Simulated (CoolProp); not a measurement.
Vapour-liquid equilibrium of R125 (1) + R245fa (2) at 279.4 K; x and y are mole fractions of (1).

Values from CoolProp's multi-fluid Helmholtz-energy mixture model, Lemmon 2005 and Akasaka 2015; pair parameters Bell 2016.

| x | bubble pressure (kPa) | y at the bubble point | dew pressure at overall composition x (kPa) | liquid density (mol/L) |
|---|---|---|---|---|
| 0.05 | 110.7 | 0.385 | 73.80 | 10.40 |
| 0.125 | 168.9 | 0.618 | ___ | 10.47 |
| 0.2 | ___ | 0.730 | 86.78 | 10.53 |
| 0.275 | 278.7 | 0.796 | 95.12 | 10.59 |
| 0.35 | 331.7 | 0.841 | ___ | 10.65 |
| 0.425 | ___ | 0.874 | ___ | 10.70 |
| 0.5 | 436.2 | 0.900 | 133.4 | 10.75 |
| 0.575 | 488.6 | 0.921 | 154.0 | 10.78 |
| 0.65 | 541.6 | ___ | ___ | 10.81 |
| 0.725 | ___ | 0.954 | 221.7 | 10.83 |
| 0.8 | 651.6 | 0.967 | 282.8 | 10.83 |
| 0.875 | 709.5 | 0.980 | 386.0 | 10.82 |
| 0.95 | 770.4 | 0.992 | 582.4 | 10.79 |

Fill in the missing entries.


- 0.125, dew pressure at overall composition x (kPa): 79.77
- 0.2, bubble pressure (kPa): 224.6
- 0.35, dew pressure at overall composition x (kPa): 105.2
- 0.425, bubble pressure (kPa): 384.0
- 0.425, dew pressure at overall composition x (kPa): 117.7
- 0.65, y at the bubble point: 0.938
- 0.65, dew pressure at overall composition x (kPa): 181.9
- 0.725, bubble pressure (kPa): 595.8

No azeotrope shows between x = 0.05 and 0.95.

The pair parameters rest on a limited set of measurements; away from them the model extrapolates. The gap from Raoult's law changes sign with composition, which may be real or a fault of the pair parameters; it wasn't checked against measurements.
